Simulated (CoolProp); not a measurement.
The numbers come from the reference Helmholtz-energy equation of state, Setzmann 1991 in CoolProp.

Q: For methane, give the phase and the cv (kJ/(kg K)) at 185.75 °C and 0.6 MPa; 107.25 °C and 7.23 MPa.

A: 
- 185.75 °C and 0.6 MPa: gas; cv 2.23
- 107.25 °C and 7.23 MPa: supercritical; cv 1.98
